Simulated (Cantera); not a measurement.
What does this Cantera script print?

```python
import numpy as np
import cantera as ct

gas_names = """
    Cu CuF CuF2 Cu2 F F2 H HF H2 H2F2 H3F3 H4F4 H5F5 H6F6 H7F7
""".split()
cond_names = """
    Cu(cr) Cu(L) CuF2(s) CuF2(L)
""".split()


# ... load() reads the species with a 1 bar reference pressure and builds the phases ...
atoms = {
    'Cu': {'Cu': 1},
    'F2': {'F': 2},
    'H2': {'H': 2},
}
top_T = {}  # K; cautious upper limits of use, not melting points


# ... equilibrate(T, P, feed) seeds the gas with the atoms and calls Mixture.equilibrate('TP', solver="vcs", rtol=1e-11, max_steps=5000) ...
results = []
T = 1323.15  # K
P = 4.4  # Pa
for m in [0.31, 0.43, 0.59, 0.81, 1.1, 1.5, 2.1, 2.9]:
    feed = {'Cu': 1, 'F2': m, 'H2': 1.8}  # mol
    mix = equilibrate(T, P, feed)
    results.append((T, P, feed, dict(zip(mix.species_names, mix.species_moles))))
    x = sorted(zip(gas.X, gas.species_names), reverse=True)
    print(f"T = {T:g} K  P = {P:g} Pa  n(F2) = {m:g} mol  gas = {mix.phase_moles(0):.4g} mol")
    print("   x: " + "  ".join(f"{s} {v:.3e}" for v, s in x if v > 1e-06))
    print("   condensed (mol): " + ("  ".join(f"{mix.phase(i).name} {mix.phase_moles(i):.4g}"
          for i in range(1, mix.n_phases) if mix.phase_moles(i) > 1e-12) or "none"))
```

It prints:

```
T = 1323.15 K  P = 4.4 Pa  n(F2) = 0.31 mol  gas = 2.123 mol
   x: H2 7.017e-01  HF 2.920e-01  Cu 6.121e-03  H 2.007e-04  CuF 4.971e-05
   condensed (mol): Cu(cr) 0.9869
T = 1323.15 K  P = 4.4 Pa  n(F2) = 0.43 mol  gas = 2.244 mol
   x: H2 6.105e-01  HF 3.832e-01  Cu 6.121e-03  H 1.872e-04  CuF 6.994e-05
   condensed (mol): Cu(cr) 0.9861
T = 1323.15 K  P = 4.4 Pa  n(F2) = 0.59 mol  gas = 2.405 mol
   x: H2 5.031e-01  HF 4.905e-01  Cu 6.121e-03  H 1.700e-04  CuF 9.863e-05
   condensed (mol): Cu(cr) 0.985
T = 1323.15 K  P = 4.4 Pa  n(F2) = 0.81 mol  gas = 2.626 mol
   x: HF 6.167e-01  H2 3.769e-01  Cu 6.121e-03  H 1.471e-04  CuF 1.432e-04
   condensed (mol): Cu(cr) 0.9835
T = 1323.15 K  P = 4.4 Pa  n(F2) = 1.1 mol  gas = 2.918 mol
   x: HF 7.536e-01  H2 2.399e-01  Cu 6.121e-03  CuF 2.194e-04  H 1.174e-04
   condensed (mol): Cu(cr) 0.9815
T = 1323.15 K  P = 4.4 Pa  n(F2) = 1.5 mol  gas = 3.321 mol
   x: HF 9.029e-01  H2 9.051e-02  Cu 6.121e-03  CuF 4.280e-04  H 7.209e-05
   condensed (mol): Cu(cr) 0.9782
T = 1323.15 K  P = 4.4 Pa  n(F2) = 2.1 mol  gas = 4.226 mol
   x: HF 8.519e-01  CuF 1.419e-01  Cu 6.121e-03  CuF2 6.484e-05  F 1.543e-06
   condensed (mol): Cu(cr) 0.3744
T = 1323.15 K  P = 4.4 Pa  n(F2) = 2.9 mol  gas = 4.859 mol
   x: HF 7.408e-01  CuF2 1.935e-01  F 5.339e-02  CuF 1.224e-02
   condensed (mol): none
```

Cantera equilibrium calculation (NASA polynomials, part measured and part estimated; ideal gas, pure solids and liquids).
